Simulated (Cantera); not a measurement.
A perfectly stirred reactor is fed with CO : H2 : O2 : N2 = 1 : 1.3 : 2.74 : 10.3 (molar parts), equivalence ratio 0.42, at 1500000 Pa; it is adiabatic with a 450 K inlet, and is followed from long to short residence time, starting on the burning branch (τ in s: 0.038, 0.021, 0.011, 0.0062, 0.0034, 0.0019, 0.001, 0.00057, 0.00031, 0.00017, 9.4e-05, 5.1e-05).

Cantera simulation using GRI-Mech 3.0 (53 species, 325 reactions); the numbers are that mechanism's predictions, not measurements. The hydrogen kinetics of GRI-Mech 3.0 are dated; newer H2 mechanisms differ, most at raised pressure. The pressure lies above the range GRI-Mech 3.0 was tuned for (to about 10 atm).

Task: What does this change do: inlet temperature 450 to 798 K?

Result: 
```
quantity                                                                        before                                   after
------------------------------------------------  ------------------------------------  --------------------------------------
blow-out, bracketed by the residence times tried  burning at 0.310 ms, out at 0.170 ms  burning at 51.0 µs, the shortest tried
x(CO) at τ = 38.0 ms                                                          0.000228                                0.000113
x(H2) at τ = 38.0 ms                                                           2.76e-5                                 2.12e-5
x(O2) at τ = 38.0 ms                                                             0.112                                   0.112
x(H2O2) at τ = 38.0 ms                                                         1.61e-7                                 1.95e-7
x(H) at τ = 38.0 ms                                                            3.25e-7                                 1.41e-6
x(CO) at τ = 1.00 ms                                                           0.00364                                 0.00140
x(H2) at τ = 1.00 ms                                                          0.000433                                0.000175
x(O2) at τ = 1.00 ms                                                             0.114                                   0.112
x(H2O2) at τ = 1.00 ms                                                         9.49e-7                                 4.63e-7
x(H) at τ = 1.00 ms                                                            9.37e-6                                 1.50e-5
```

Task: What does this change do: inlet temperature 450 to 673 K?

Result: 
| quantity | before | after |
|---|---|---|
| blow-out, bracketed by the residence times tried | burning at 0.310 ms, out at 0.170 ms | burning at 51.0 µs, the shortest tried |
| x(CO) at τ = 38.0 ms | 0.000228 | 0.000123 |
| x(H2) at τ = 38.0 ms | 2.76e-5 | 1.79e-5 |
| x(O2) at τ = 38.0 ms | 0.112 | 0.112 |
| x(H2O2) at τ = 38.0 ms | 1.61e-7 | 1.56e-7 |
| x(H) at τ = 38.0 ms | 3.25e-7 | 6.54e-7 |
| x(CO) at τ = 1.00 ms | 0.00364 | 0.00174 |
| x(H2) at τ = 1.00 ms | 0.000433 | 0.000207 |
| x(O2) at τ = 1.00 ms | 0.114 | 0.113 |
| x(H2O2) at τ = 1.00 ms | 9.49e-7 | 5.61e-7 |
| x(H) at τ = 1.00 ms | 9.37e-6 | 1.27e-5 |
